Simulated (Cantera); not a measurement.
Feed: 1 mol N2O, 0.051 mol H2O, 9 mol H2, equilibrated at 3323 K and 0.0100 bar.

Cantera equilibrium calculation (NASA polynomials, part measured and part estimated; ideal gas, pure solids and liquids). Candidate condensed phases: H2O; 24 gas species. Kinetics and transport are ignored.

Base state: H 0.845, N2 0.0519, O 0.0486, H2 0.0477, OH 0.00463, H2O 0.000629, NO 0.000601, O2 0.000249 (mole fractions); condensed: gas only.

Problem. What changes in the equilibrium state with this change: H2O from 0.051 to 6.5 mol?

Solution. 
```
species    before    after
-------  --------  -------
H           0.845    0.740
O          0.0486    0.176
H2         0.0477   0.0365
N2         0.0519   0.0260
OH        0.00463   0.0147
O2       0.000249  0.00328
H2O      0.000629  0.00175
NO       0.000601  0.00154
```
